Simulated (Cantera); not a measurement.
An isothermal, constant-pressure homogeneous reactor starts with 45.5 % C2H6, 54.5 % N2, at 1475 K and 0.0150 bar.

Model: GRI-Mech 3.0 (53 species, 325 reactions), integrated in Cantera. GRI-Mech 3.0 stops at C3 and has no aromatics, soot or wall deposition, so with more carbon than oxygen in the feed, carbon stays in small species such as C2H2 where larger ones or solid carbon would form. Radical loss at walls, strong at low pressure, is not modelled.

One state of this run: x C2H6 = 1.61e-5; x H = 2.26e-5; x CH4 = 0.131; x C2H = 2.07e-8; x C2H4 = 0.0199; x H2 = 0.332. x: mole fraction; the columns are a selection and need not sum to one.

Problem. Which value of t (s) does it belong to?
A) 0.400
B) 0.0126
C) 0.0400
D) 4.00

Solution. A, 0.400
